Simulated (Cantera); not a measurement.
**Fluorocarbon and chlorocarbon gases: c-C4F8 + F2 + HCl**

A closed system holds: 1 mol c-C4F8, 0.015 mol F2, 0.77 mol HCl, at 1148.15 K.

Equilibrium computed with Cantera from the NASA thermochemical tables; the gas is ideal and each condensed phase is pure. Candidate condensed phases: C, C6H6, C7H8, C8H18; 118 gas species. The feed counts by its element totals alone. Gases not in the tables: C2F6 and larger saturated fluorocarbons. Rates play no part.

From 1.00 Pa to 1.00 bar the condensed part is C(graphite). The main C-bearing gas is CF4 throughout. The share of C in condensed phases is highest at 1.00 Pa (54.4 %) and lowest at 1.00 bar (51.7 %).

```tsv
P (Pa)	log p CF4	log p HF	log p Cl	log p HCl	log p Cl2	log p CClF3	log p CCl2F2	n C(graphite)
1	-5.25	-5.64	-5.80	-6.99	-6.46	-7.95	-10.63	2.18
10	-4.22	-4.65	-5.13	-5.59	-5.13	-6.52	-8.78	2.16
100	-3.21	-3.67	-4.59	-4.33	-4.04	-5.22	-7.19	2.15
1000	-2.20	-2.72	-4.10	-3.14	-3.07	-3.97	-5.71	2.12
10000	-1.19	-1.78	-3.64	-1.99	-2.14	-2.76	-4.28	2.10
100000	-0.19	-0.86	-3.21	-0.88	-1.27	-1.57	-2.91	2.07
```
log p: log10 of the partial pressure in bar; n: condensed amount in mol.
